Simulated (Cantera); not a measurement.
**Thermodynamics of silicon carbide growth, feed SiH4 + C2H4 + H2 + CO2**

A closed system holds: 1 mol SiH4, 0.086 mol C2H4, 130 mol H2, 0.38 mol CO2, held at 1.00 Torr.

Cantera equilibrium calculation (NASA polynomials, part measured and part estimated; ideal gas, pure solids and liquids). Candidate condensed phases: C, C6H6, C7H8, C8H18, H2O, Si, SiC, SiO2; 123 gas species. Gases not in the tables: Si2H6 and higher silanes. Kinetics and transport are ignored.

```
T (K)   x H2      x H      x Si    x SiO     x CO  n SiC(s)
-----  -----  -------  --------  -------  -------  --------
1598   0.993  0.00145   2.66e-5  0.00452  0.00119     0.394
1673   0.991  0.00310  0.000130  0.00446  0.00124     0.386
1748   0.988  0.00622  0.000511  0.00425  0.00145     0.359
1823   0.981   0.0118   0.00156  0.00368  0.00200     0.282
1898   0.969   0.0211   0.00363  0.00256  0.00308     0.127
1973   0.953   0.0361   0.00543  0.00161  0.00398         0
2048   0.930   0.0591   0.00556  0.00153  0.00399         0
2123   0.896   0.0930   0.00553  0.00149  0.00393         0
2198   0.849    0.141   0.00542  0.00145  0.00384         0
2273   0.786    0.204   0.00525  0.00140  0.00371         0
2348   0.706    0.284   0.00503  0.00133  0.00354         0
2423   0.611    0.380   0.00476  0.00126  0.00334         0
2498   0.506    0.485   0.00445  0.00118  0.00313         0
2573   0.398    0.594   0.00414  0.00109  0.00290         0
```
x: gas mole fraction; n: condensed amount in mol.

From 1598 K to 1898 K the condensed part is SiC(s). From 1973 K to 2573 K nothing is condensed. The main Si-bearing gas is SiO at 1598 K and Si at 2573 K.
